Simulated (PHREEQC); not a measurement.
1 kg of water holding 0.4 mol/kgw NaCl, 0.0053 mol/kgw MgSO4 and 0.082 mol/kgw K2SO4 is evaporated at 20 °C; the solids stay in contact with the brine. No CO2 enters from the air. Solids allowed: Arcanite, Bischofite, Bloedite, Brucite, Carnallite, Epsomite, Glaserite, Halite, Hexahydrite, Kainite, Kieserite, Leonite, Mirabilite, Misenite, Schoenite, Sylvite, Thenardite, MgCl2_4H2O. Others were left out.

Computed with PHREEQC (Pitzer model, pitzer.dat).

**Question.** Predict ionic strength, water activity at water left (kg) = 0.8219, 0.375, 0.1711, 0.03564.

**Answer.** 
```json
[
 {"water left (kg)": "0.8219", "ionic strength": "0.812", "water activity": "0.980"},
 {"water left (kg)": "0.375", "ionic strength": "1.78", "water activity": "0.957"},
 {"water left (kg)": "0.1711", "ionic strength": "3.90", "water activity": "0.903"},
 {"water left (kg)": "0.03564", "ionic strength": "8.01", "water activity": "0.724"}
]
```
